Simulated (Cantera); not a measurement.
A closed system holds: 1 mol (CH3)2SiCl2, 0.051 mol C3H8, 500 mol H2, at 7.20 mbar.

Equilibrium computed with Cantera from the NASA thermochemical tables; the gas is ideal and each condensed phase is pure. Candidate condensed phases: C, C6H6, C7H8, C8H18, Si, SiC; 109 gas species. The feed counts by its element totals alone. Gases not in the tables: Si2H6 and higher silanes. Equilibrium is a limit: real reactors are often held back by kinetics, nucleation or transport. All values below are at 2173 K.

Base state: H2 0.937, H 0.0551, HCl 0.00368, C2H2 (acetylene) 0.00191, Si 0.00164, Cl 0.000158, SiC2 0.000131, SiH 6.28e-5 (mole fractions); condensed: gas only.

**Question.** What changes in the equilibrium state with this change: pressure from 7.20 mbar to 1.40 mbar?

**Answer.** 
```tsv
species	before	after
H2	0.937	0.872
H	0.0551	0.120
HCl	0.00368	0.00338
Si	0.00164	0.00167
SiH2	1.03e-5	1.89e-6
Si2C	3.56e-5	7.34e-6
SiH	6.28e-5	2.73e-5
Cl	0.000158	0.000340
```
